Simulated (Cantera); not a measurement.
A perfectly stirred reactor is fed with 40.7 % CH₄, 57.0 % CO₂, 2.24 % H₂O, at 16.0 bar; it is held at 1848 K, and followed from long to short residence time.

Cantera simulation using GRI-Mech 3.0 (53 species, 325 reactions); the numbers are that mechanism's predictions, not measurements. The pressure lies above the range GRI-Mech 3.0 was tuned for (to about 10 atm).

x: mole fraction; the columns are a selection and need not sum to one.

| τ (s) | x CH₄ | x CO₂ | x H₂O | x CH₃ | x C₂H₆ | x HO₂ | x CH₂O |
|---|---|---|---|---|---|---|---|
| 0.73 | 0.0117 | 0.0337 | 0.0943 | 5.23e-5 | 3.44e-6 | <1e-12 | 1.49e-6 |
| 0.27 | 0.0175 | 0.0415 | 0.110 | 8.12e-5 | 8.01e-6 | <1e-12 | 1.70e-6 |
| 0.10 | … | … | … | … | … | <1e-12 | … |
| 0.038 | 0.0322 | 0.0749 | 0.163 | 0.000166 | 2.96e-5 | <1e-12 | 3.40e-6 |
| 0.014 | 0.0434 | 0.107 | 0.192 | 0.000241 | 5.83e-5 | 1.04e-12 | 6.31e-6 |
| 0.0052 | 0.0616 | 0.156 | 0.208 | 0.000360 | 0.000127 | 1.81e-12 | 1.20e-5 |
| 0.0020 | 0.0930 | 0.228 | 0.194 | 0.000541 | 0.000289 | 2.59e-12 | 1.94e-5 |
| 0.00073 | … | … | … | … | … | 2.96e-12 | … |
| 0.00027 | 0.225 | 0.439 | 0.0772 | 0.00115 | 0.00134 | 2.61e-12 | 3.16e-5 |

Task: Some entries are withheld; supply them.

Result: 
- 0.10, x CH₄: 0.0243
- 0.10, x CO₂: 0.0547
- 0.10, x H₂O: 0.134
- 0.10, x CH₃: 0.000118
- 0.10, x C₂H₆: 1.60e-5
- 0.10, x CH₂O: 2.20e-6
- 0.00073, x CH₄: 0.150
- 0.00073, x CO₂: 0.334
- 0.00073, x H₂O: 0.140
- 0.00073, x CH₃: 0.000814
- 0.00073, x C₂H₆: 0.000660
- 0.00073, x CH₂O: 2.58e-5
